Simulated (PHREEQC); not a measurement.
3 g of hydrous ferric oxide (600 m²/g; 0.2 weak and 0.005 strong sites per Fe, Dzombak-Morel constants, diffuse double layer) in 1 kg of water with 0.005 mol/kgw of an inert sodium salt and 9.3 mmol/kgw NaH2PO4, at 25 °C; the pH is set by adding NaOH or the inert anion's acid. O2 is buffered at 0.21 atm. CO2 from the air is kept out. No solid was allowed to form.

The series has 13 steps of pH, from 4 to 10.

Equilibrium calculation in PHREEQC: ion-association model, wateq4f.dat.

### Question
Near which pH is half of the P sorbed, and on which side is more sorbed?

### Answer
Near pH 7.5, with more sorbed at lower pH.

### Question
At which pH does the surface charge pass through zero?

### Answer
Near pH 4.5.

H3PO4, which wateq4f.dat lacks, is added to it with the constant of phreeqc.dat.
